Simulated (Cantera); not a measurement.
Feed: 1 mol SiC, 0.24 mol CO₂, a varied amount of H₂, equilibrated at 2248 K and 14.0 Pa.

Cantera equilibrium calculation (NASA polynomials, part measured and part estimated; ideal gas, pure solids and liquids). Candidate condensed phases: C, C₆H₆, C₇H₈, C₈H₁₈, H₂O, Si, SiC, SiO₂; 123 gas species. Kinetics and transport are ignored.

### Question
At 27 mol H₂, list the 5 most abundant gas species with their mole fractions, and the condensed phases.

### Answer
H₂ 0.513, H 0.445, Si 0.0243, CO 0.0131, SiC₂ 0.00279. Condensed: C(graphite).
